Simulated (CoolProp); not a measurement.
Carbonyl sulfide along the isobar 82.3 bar: fugacity coefficient from the reference equation and from simpler models built on Tc = 105.6 °C, pc = 63.69 bar, ω = 0.098; each cubic takes its own stable root.

Model: reference Helmholtz-energy equation of state, Lemmon 2006, in CoolProp. It is a short technical equation, of lower accuracy than the large ones.

```tsv
T (°C)	phase	reference
-18.15	liquid	0.05054
-6.65	liquid	0.07178
4.95	liquid	0.09857
16.45	liquid	0.1308
28.05	liquid	0.1690
39.55	liquid	0.2125
51.05	liquid	0.2614
62.65	liquid	0.3155
74.15	liquid	0.3733
85.65	liquid	0.4341
97.25	liquid	0.4971
108.75	supercritical	0.5592
120.35	supercritical	0.6169
131.85	supercritical	0.6596
143.35	supercritical	0.6923
154.95	supercritical	0.7200
```

**Question.** How far does each simpler model (van der Waals, Soave-Redlich-Kwong, Peng-Robinson) lie from the reference over these 16 states: mean and median of the absolute difference, and the worst?

**Answer.** 
- van der Waals: mean 50.7 %, median 27.9 %, worst +191.7 % at -18.15 °C and 82.3 bar
- Soave-Redlich-Kwong: mean 1.7 %, median 2.0 %, worst +2.6 % at 51.05 °C and 82.3 bar
- Peng-Robinson: mean 2.0 %, median 1.6 %, worst -3.6 % at 131.85 °C and 82.3 bar
